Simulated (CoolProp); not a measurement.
Vapour pressure (MPa) of R1234ze(Z): the reference equation beside estimates from Tc = 423.3 K, pc = 3.531 MPa, ω = 0.327. Clausius-Clapeyron is anchored at 364.8 K with a constant enthalpy of vaporisation of 17.52 kJ/mol.

The numbers come from the reference Helmholtz-energy equation of state, Akasaka 2019 in CoolProp.

```tsv
T (K)	reference	Lee-Kesler	Clausius-Clapeyron	van der Waals	Redlich-Kwong	Soave-Redlich-Kwong	Peng-Robinson
314.8	(withheld)	0.3074	0.4494	0.9574	0.5046	0.3074	0.3048
324.8	0.4099	0.4139	0.5522	1.113	0.6407	0.4146	0.4101
334.8	0.5404	0.5460	0.6703	(withheld)	0.8006	0.5480	0.5413
344.8	0.7002	0.7072	(withheld)	1.471	0.9862	0.7117	0.7022
354.8	0.8935	0.9015	0.9556	1.674	1.199	0.9095	0.8971
364.8	1.125	1.133	1.125	1.894	1.442	1.146	1.130
374.8	1.398	1.406	1.312	2.130	1.715	1.425	1.407
384.8	1.719	1.726	1.518	(withheld)	2.021	1.751	1.731
394.8	2.094	2.100	1.744	2.656	(withheld)	(withheld)	2.109
404.8	2.529	2.535	1.990	2.946	2.737	2.563	2.546
414.8	3.034	3.040	(withheld)	3.255	(withheld)	3.059	3.049
```

Q: Fill in the missing entries.

A: 
- 314.8, reference: 0.3050
- 334.8, van der Waals: 1.284
- 344.8, Clausius-Clapeyron: 0.8044
- 384.8, van der Waals: 2.384
- 394.8, Redlich-Kwong: 2.361
- 394.8, Soave-Redlich-Kwong: 2.128
- 414.8, Clausius-Clapeyron: 2.256
- 414.8, Redlich-Kwong: 3.150

Absolute difference from the reference over all 11 rows, mean and median: Lee-Kesler 0.6 and 0.7 %, Clausius-Clapeyron 19.0 and 16.7 %, van der Waals 84.6 and 68.4 %, Redlich-Kwong 30.7 and 28.2 %, Soave-Redlich-Kwong 1.5 and 1.6 %, Peng-Robinson 0.4 and 0.4 %.
